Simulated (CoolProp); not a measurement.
n-dodecane along the isobar 2050 kPa: density (kg/m³) from the reference equation and from simpler models built on Tc = 658.1 K, pc = 1818 kPa, ω = 0.574; each cubic takes its own stable root.

Computed with CoolProp (reference Helmholtz-energy equation of state, Lemmon 2004). It is a short technical equation, of lower accuracy than the large ones.

| T (K) | phase | reference | van der Waals | Soave-Redlich-Kwong | Peng-Robinson |
|---|---|---|---|---|---|
| 296.6 | liquid | 748.3 | 385.5 | 593.6 | 665.1 |
| 304.7 | liquid | 742.4 | 383.4 | 590.8 | 662.1 |
| 312.9 | liquid | 736.4 | 381.1 | 587.9 | 659.1 |
| 321 | liquid | 730.5 | 378.9 | 585.0 | 655.9 |
| 329.1 | liquid | 724.6 | 376.6 | 581.9 | 652.7 |
| 337.2 | liquid | 718.7 | 374.3 | 578.8 | 649.4 |
| 345.3 | liquid | 712.7 | 372.0 | 575.5 | 646.0 |
| 353.4 | liquid | 706.8 | 369.7 | 572.2 | 642.4 |
| 361.5 | liquid | 700.9 | 367.3 | 568.8 | 638.8 |
